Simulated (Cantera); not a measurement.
A closed system holds: 1 mol borazine, 0.47 mol H2O, a varied amount of N2, equilibrated at 2025 K and 5300 Pa.

Method: chemical equilibrium by Gibbs-energy minimisation in Cantera with the NASA 1993 tables (ideal gas, pure condensed phases). Candidate condensed phases: B, BN, B2O3, B3O3H3, H2O; 39 gas species. The feed counts by its element totals alone. The numbers say what is thermodynamically allowed, not how fast it happens.

Q: At 23 mol N2, list the 7 most abundant gas species with their mole fractions, and the condensed phases.

A: N2 0.860, H2 0.122, HBO 0.00921, BO 0.00312, H 0.00292, B2O2 0.00182, B2O3 0.000316. Condensed: BN(s).
